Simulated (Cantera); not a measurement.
Charge: 1 mol Cu, 1.2 mol F2, equilibrated at 575 K and 13.3 mbar.

Cantera equilibrium calculation (NASA polynomials, part measured and part estimated; ideal gas, pure solids and liquids). Candidate condensed phases: Cu, CuF2; 6 gas species. Rates play no part.

**Question.** What is the equilibrium state?

**Answer.** 
```
Item                                  Result
--------------------------------  ----------
x(F2)                                  0.999
x(F)                                0.000601
n(CuF2(s))                          1.00 mol
gas amount                        0.2001 mol
log10 activity of Cu(s) (absent)      -38.92
```
